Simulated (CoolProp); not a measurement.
Vapour-liquid equilibrium of ethylene (1) + propylene (2) at 0.162 MPa; x and y are mole fractions of (1).

Model: multi-fluid Helmholtz-energy mixture model, Smukala 2000 and Lemmon 2013; pair parameters Bell 2016, in CoolProp.

**Question.** Give the bubble temperature and the first vapour's composition at x = 0.2, 0.275, 0.65. Is there an azeotrope?

**Answer.** x = 0.2: -65.1 °C, y = 0.780; x = 0.275: -71.2 °C, y = 0.857; x = 0.65: -87.6 °C, y = 0.974. No azeotrope shows between x = 0.05 and 0.95.

The pair parameters rest on a limited set of measurements; away from them the model extrapolates. The gap from Raoult's law changes sign with composition, which may be real or a fault of the pair parameters; it wasn't checked against measurements.
